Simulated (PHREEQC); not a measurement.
**Acid mine or pickling water (model solution)**

Synthetic water in mmol/kgw, 25 °C, pH 4.08, pe 12:

```
constituent  mmol/kgw
-----------  --------
Na               3.63
K                5.41
Ca               9.03
Mg               7.77
Cl               6.47
S(6)             18.2
Al             0.0047
Zn             0.0447
F               0.123
Cu(2)          0.0218
```

Valence states are taken as typed.

The numbers come from PHREEQC with the ion-association model, phreeqc.dat.

| Item | Result |
|---|---|
| ionic strength | 0.0544 mol/kgw |
| specific conductance | 3370 µS/cm |
| density | 1.000 g/cm³ |
| total alkalinity | -0.163 meq/kg |
| charge-balance error | -0.1 % |

```
species  molality  activity   log γ
-------  --------  --------  ------
SO4-2      0.0121   0.00547  -0.346
Cl-       0.00647   0.00523  -0.092
Ca+2      0.00625   0.00289  -0.335
K+        0.00521   0.00421  -0.093
Mg+2      0.00485   0.00230  -0.324
Na+       0.00353   0.00290  -0.086
```

Precipitation was switched off in this run. Fluoro complexes past AlF4- and FeF3 are missing from the database.
